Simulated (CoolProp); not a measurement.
Values from CoolProp's reference Helmholtz-energy equation of state, Thol 2014.

For diethyl ether, give the phase and the cp (kJ/(kg K)) at 183.95 °C and 1.01 bar; 252.15 °C and 1.01 bar; 274.85 °C and 1.01 bar.


- 183.95 °C and 1.01 bar: gas; cp 2.13
- 252.15 °C and 1.01 bar: gas; cp 2.32
- 274.85 °C and 1.01 bar: gas; cp 2.38
